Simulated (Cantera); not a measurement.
**C2H2 + CO2 + NH3 (carbon deposition, reforming and gasification)**

Input: 1 mol C2H2, 0.49 mol CO2, 0.059 mol NH3, held at 13300 Pa.

Cantera equilibrium calculation (NASA polynomials, part measured and part estimated; ideal gas, pure solids and liquids). Candidate condensed phases: C, C6H6, C7H8, C8H18, H2O; 136 gas species. The numbers say what is thermodynamically allowed, not how fast it happens.

```
T (°C)   x H2     x CO     x H2O     x CO2     x CH4    x N2       x H     x HCN  n C(graphite)
------  -----  -------  --------  --------  --------  ------  --------  --------  -------------
375     0.200  0.00580     0.427     0.197     0.146  0.0249    <1e-12  5.86e-11           2.08
475     0.397   0.0505     0.258     0.204    0.0697  0.0215    <1e-12   2.14e-9           2.05
575     0.506    0.212     0.106     0.137    0.0219  0.0178  3.71e-11   2.77e-8           1.88
675     0.516    0.399    0.0266    0.0371   0.00610  0.0150   1.03e-9   1.90e-7           1.62
775     0.516    0.456   0.00586   0.00614   0.00207  0.0143   1.52e-8   9.27e-7           1.53
875     0.517    0.465   0.00154   0.00117  0.000849  0.0141   1.41e-7   3.49e-6           1.51
975     0.518    0.467  0.000496  0.000287  0.000399  0.0141   9.21e-7   1.06e-5           1.51
1075    0.518    0.467  0.000188   8.67e-5  0.000209  0.0141   4.56e-6   2.73e-5           1.51
1175    0.519    0.467   8.18e-5   3.11e-5  0.000120  0.0140   1.82e-5   6.17e-5           1.51
1275    0.519    0.467   3.97e-5   1.28e-5   7.36e-5  0.0140   6.07e-5  0.000125           1.51
1375    0.518    0.467   2.10e-5   5.91e-6   4.80e-5  0.0139  0.000176  0.000232           1.51
1475    0.518    0.467   1.20e-5   2.99e-6   3.29e-5  0.0139  0.000450  0.000401           1.51
```
x: gas mole fraction; n: condensed amount in mol.

From 375 °C to 1475 °C the condensed part is C(graphite). The main C-bearing gas is CO2 at 375 °C and CO at 1475 °C.
